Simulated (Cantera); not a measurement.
Stirred combustor or abatement burner

A perfectly stirred reactor is fed with 8.83 % CO, 6.18 % H2, 17.8 % O2, 67.2 % N2, equivalence ratio 0.42, at 0.217 atm; it is adiabatic with a 475 K inlet, and is followed from long to short residence time, starting on the burning branch (τ in s: 0.022, 0.0099, 0.0046, 0.0021, 0.00096, 0.00044, 0.0002, 9.4e-05, 4.3e-05, 2e-05, 9.1e-06, 4.2e-06).

Cantera simulation using GRI-Mech 3.0 (53 species, 325 reactions); the numbers are that mechanism's predictions, not measurements.

```tsv
τ (s)	T (K)	x CO	x H2	x O2	x O	x H2O	x NO	x HO2
0.022	1577	0.00633	0.00118	0.112	0.00427	0.0626	1.21e-5	4.80e-6
0.0099	1521	0.00945	0.00174	0.113	0.00624	0.0609	1.25e-5	6.41e-6
0.0046	1447	0.0139	0.00241	0.114	0.00831	0.0587	1.19e-5	8.30e-6
0.0021	1341	0.0224	0.00329	0.118	0.00963	0.0562	8.65e-6	1.11e-5
0.00096	1168	0.0433	0.00616	0.131	0.00705	0.0528	2.61e-6	1.77e-5
0.00044	475	0.0883	0.0618	0.178	<1e-12	<1e-12	<1e-12	<1e-12
0.00020	475	0.0883	0.0618	0.178	<1e-12	<1e-12	<1e-12	<1e-12
9.4e-5	475	0.0883	0.0618	0.178	<1e-12	<1e-12	<1e-12	<1e-12
4.3e-5	475	0.0883	0.0618	0.178	<1e-12	<1e-12	<1e-12	<1e-12
2.0e-5	475	0.0883	0.0618	0.178	<1e-12	<1e-12	<1e-12	<1e-12
9.1e-6	475	0.0883	0.0618	0.178	<1e-12	<1e-12	<1e-12	<1e-12
4.2e-6	475	0.0883	0.0618	0.178	<1e-12	<1e-12	<1e-12	<1e-12
```
x: mole fraction; the columns are a selection and need not sum to one.
